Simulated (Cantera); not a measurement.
Input (Python, Cantera) and output of one run.

```python
import numpy as np
import cantera as ct

gas_names = """
    CS2
""".split()
cond_names = """
    NiS(b) NiS(a) NiS(L) C(gr) NiS2(s) NiS2(L) Ni(cr) Ni(L) Ni3S4(s) S(cr1) S(cr2) S(L)
""".split()


# ... load() reads the species with a 1 bar reference pressure and builds the phases ...
species = {s.name: s for s in load("nasa_gas.yaml", gas_names) + load("nasa_condensed.yaml", cond_names)}
# Each term lists the table entries of one substance; the one whose range holds T is used.
reactions = {
    '2 NiS + CS2(g) = C + 2 NiS2':
        [(-2, ['NiS(b)', 'NiS(a)', 'NiS(L)']), (-1, ['CS2']), (1, ['C(gr)']), (2, ['NiS2(s)', 'NiS2(L)'])],
    '2 CS2(g) + 3 Ni = Ni3S4 + 2 C':
        [(-2, ['CS2']), (-3, ['Ni(cr)', 'Ni(L)']), (1, ['Ni3S4(s)']), (2, ['C(gr)'])],
    'NiS2 = S + NiS':
        [(-1, ['NiS2(s)', 'NiS2(L)']), (1, ['S(cr1)', 'S(cr2)', 'S(L)']), (1, ['NiS(b)', 'NiS(a)', 'NiS(L)'])],
}


def pick(names, T):
    return next(species[n] for n in names if species[n].thermo.min_temp <= T <= species[n].thermo.max_temp)


results = []
for label, terms in reactions.items():
    print(label)
    print("     T/K   dH/kJ  dS/(J/K)   dG/kJ   log10 K")
    for T in [425, 450, 475, 500, 525, 550, 575]:
        used = [(nu, pick(names, T)) for nu, names in terms]
        dH = sum(nu * s.thermo.h(T) for nu, s in used) / 1e6
        dS = sum(nu * s.thermo.s(T) for nu, s in used) / 1e3
        dG = dH - T * dS / 1e3
        logK = -dG * 1e6 / (ct.gas_constant * T * np.log(10))
        results.append((label, T, dH, dS, dG, logK, [s.name for _, s in used]))
        print(f"{T:8g} {dH:8.1f} {dS:8.1f} {dG:8.1f} {logK:8.2f}")
```

Result:

```
2 NiS + CS2(g) = C + 2 NiS2
     T/K   dH/kJ  dS/(J/K)   dG/kJ   log10 K
     425   -203.0   -191.5   -121.6    14.94
     450   -202.8   -191.2   -116.8    13.56
     475   -202.7   -190.9   -112.0    12.32
     500   -202.6   -190.6   -107.3    11.21
     525   -202.4   -190.3   -102.5    10.20
     550   -202.3   -190.0    -97.8     9.28
     575   -202.1   -189.8    -93.0     8.45
2 CS2(g) + 3 Ni = Ni3S4 + 2 C
     T/K   dH/kJ  dS/(J/K)   dG/kJ   log10 K
     425   -533.1   -362.2   -379.1    46.59
     450   -532.5   -361.0   -370.1    42.95
     475   -532.0   -359.8   -361.0    39.70
     500   -531.3   -358.5   -352.1    36.78
     525   -530.6   -357.2   -343.1    34.14
     550   -530.0   -355.9   -334.2    31.74
     575   -529.3   -354.7   -325.3    29.55
NiS2 = S + NiS
     T/K   dH/kJ  dS/(J/K)   dG/kJ   log10 K
     425     46.2     20.0     37.7    -4.63
     450     46.6     21.0     37.2    -4.32
     475     47.1     22.0     36.6    -4.03
     500     47.6     23.0     36.1    -3.77
     525     48.0     23.9     35.5    -3.53
     550     48.5     24.7     34.9    -3.31
     575     48.9     25.4     34.3    -3.11
```

Cantera with NASA thermochemical tables; ideal gases at 1 bar, condensed phases pure. Condensed species are held in their standard states even where they would react or evaporate.
